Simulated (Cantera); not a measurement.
Input (Python, Cantera) and output of one run.

```python
import numpy as np
import cantera as ct

gas_names = """
    C CO CO2 C2 C2O C3 C3O2 C4 C5 Mg MgO Mg2 O O2 O3
""".split()
cond_names = """
    C(gr) Mg(cr) Mg(L) MgCO3(s) MgO(s) MgO(L)
""".split()


# ... load() reads the species with a 1 bar reference pressure and builds the phases ...
atoms = {
    'MgCO3': {'Mg': 1, 'C': 1, 'O': 3},
    'CO2': {'C': 1, 'O': 2},
    'O2': {'O': 2},
}
top_T = {'C(gr)': 4500}  # K; cautious upper limits of use, not melting points


# ... equilibrate(T, P, feed) seeds the gas with the atoms and calls Mixture.equilibrate('TP', solver="vcs", rtol=1e-11, max_steps=5000) ...
results = []
feed = {'MgCO3': 1, 'CO2': 0.36, 'O2': 0.011}  # mol
T = 2050  # K
for P in [10, 42, 180, 750, 3200, 13000, 56000, 240000, 1000000]:
    mix = equilibrate(T, P, feed)
    results.append((T, P, feed, dict(zip(mix.species_names, mix.species_moles))))

top = {s: max(r[3][s] / sum(r[3][g] for g in gas_names) for r in results) for s in gas_names}
cols = sorted((s for s in top if top[s] > 1e-06), key=lambda s: -top[s])[:6]
seen = [c for c in cond_names if any(r[3].get(c, 0) > 1e-12 for r in results)]
print("log10 of partial pressures in bar; condensed amounts in mol")
print(f"{'P/Pa':>10s}" + "".join(f"{s[:9]:>10s}" for s in cols + seen))
for T, P, feed, n in results:
    ng = sum(n[g] for g in gas_names)
    print(f"{P:10.4g}" + "".join(f"{np.log10(max(n[s] / ng * P / 1e5, 1e-99)):10.3f}" for s in cols)
          + "".join(f"{n.get(c, 0):10.4g}" for c in seen))
```

It prints:

```
log10 of partial pressures in bar; condensed amounts in mol
      P/Pa       CO2        CO        O2         O        Mg       MgO    MgO(s)
        10    -4.288    -4.565    -4.850    -5.437    -5.470    -7.269    0.9406
        42    -3.548    -4.069    -4.362    -5.193    -5.714    -7.269    0.9927
       180    -2.850    -3.611    -3.883    -4.953    -5.954    -7.269     0.999
       750    -2.191    -3.181    -3.423    -4.723    -6.184    -7.269    0.9999
      3200    -1.536    -2.759    -2.957    -4.490    -6.417    -7.269         1
   1.3e+04    -0.912    -2.364    -2.500    -4.262    -6.645    -7.269         1
   5.6e+04    -0.268    -1.966    -2.008    -4.016    -6.891    -7.269         1
   2.4e+05     0.370    -1.585    -1.494    -3.759    -7.148    -7.269         1
     1e+06     0.993    -1.229    -0.961    -3.492    -7.415    -7.269         1
```

Cantera equilibrium calculation (NASA polynomials, part measured and part estimated; ideal gas, pure solids and liquids).
